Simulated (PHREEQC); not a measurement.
Solution (50 °C): 0.0022 mol HF, 0.0034 mol (NH4)2SiF6 and 0.025 mol H3AsO4 per kg of water. Closed to the air; pH follows from the charge balance.

Equilibrium calculation in PHREEQC: ion-association model, wateq4f.dat.

This is a speciation only: nothing precipitates in the calculation.

Question: Order these F species by the share of F that they hold, largest first: F-, H2F2, HF2-, HF, SiF6-2.

Answer: SiF6-2 (67 %), HF (30 %), F- (1.9 %), H2F2 (0.42 %), HF2- (0.12 %)

The pH is 2.13 and the ionic strength 0.0177 mol/kgw. Examples of supersaturated solids here: Quartz (slow to form), Chalcedony (slow to form). Others may be too. Complexes and solids missing from the database can't appear. At this temperature some constants are extrapolated from 25 °C, and those without enthalpy data are left unchanged. SiF6-2 is the database's only silicon fluoride.
